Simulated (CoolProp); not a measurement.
CH2F2 (R32) at several states: fugacity coefficient from the reference equation and from simpler models built on Tc = 351.3 K, pc = 57.83 bar, ω = 0.277; each cubic takes its own stable root.

Model: reference Helmholtz-energy equation of state, Tillner-Roth 1997, in CoolProp.

```csv
T (K),p (bar),phase,reference,van der Waals,Redlich-Kwong,Peng-Robinson
349.7,118,liquid,0.3523,0.4317,0.3944,0.3718
343.7,1.65,gas,0.9881,0.9911,0.9897,0.9884
377,84,supercritical,0.6058,0.6288,0.6202,0.6125
382.8,5.13,gas,0.9749,0.9787,0.9766,0.9747
145.6,10.4,liquid,0.0001820,0.04038,0.0006388,0.0001744
399.9,69,supercritical,0.7355,0.7470,0.7407,0.7358
```
